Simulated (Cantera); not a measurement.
Input (Python, Cantera) and output of one run.

```python
import numpy as np
import cantera as ct

gas_names = """
    Ca CaCL CaCL2 Ca2 CL CL2 N N2
""".split()
cond_names = """
    Ca(a) Ca(b) Ca(L) CaCL2(s) CaCL2(L)
""".split()


# ... load() reads the species with a 1 bar reference pressure and builds the phases ...
atoms = {
    'CaCl2': {'Ca': 1, 'CL': 2},
    'N2': {'N': 2},
}
top_T = {}  # K; cautious upper limits of use, not melting points


# ... equilibrate(T, P, feed) seeds the gas with the atoms and calls Mixture.equilibrate('TP', solver="vcs", rtol=1e-11, max_steps=5000) ...
results = []
feed = {'CaCl2': 1, 'N2': 0.11}  # mol
T = 1025  # K
P = 700  # Pa
mix = equilibrate(T, P, feed)
results.append((T, P, feed, dict(zip(mix.species_names, mix.species_moles))))
x = sorted(zip(gas.X, gas.species_names), reverse=True)
print(f"T = {T:g} K  P = {P:g} Pa  gas = {mix.phase_moles(0):.4g} mol")
print("   x: " + "  ".join(f"{s} {v:.3e}" for v, s in x if v > 1e-06))
print("   condensed (mol): " + ("  ".join(f"{mix.phase(i).name} {mix.phase_moles(i):.4g}"
      for i in range(1, mix.n_phases) if mix.phase_moles(i) > 1e-12) or "none"))
```

Output:

```
T = 1025 K  P = 700 Pa  gas = 0.11 mol
   x: N2 1.000e+00  CaCL2 7.821e-06
   condensed (mol): CaCL2(s) 1
```

Equilibrium computed with Cantera from the NASA thermochemical tables; the gas is ideal and each condensed phase is pure.
